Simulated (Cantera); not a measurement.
Source: NASA polynomial tables (part measured, part estimated), evaluated in Cantera. Values are per mole of reaction as written; species without (g) are pure solids or liquids, kept so even where they would boil at 1 bar.

### Question
Between 598 and 773 K, where is each reaction favourable under standard conditions?
- 3 CO(g) + 6 TaO2(g) + 4 H2(g) ⇌ C3H8(g) + 3 Ta2O5

### Answer
- 3 CO(g) + 6 TaO2(g) + 4 H2(g) ⇌ C3H8(g) + 3 Ta2O5: ΔG° is -3456 kJ at 598 K and -3098 kJ at 773 K; it stays negative (K > 1). ΔH° is -4668 kJ and ΔS° -2030 J/K at 773 K.
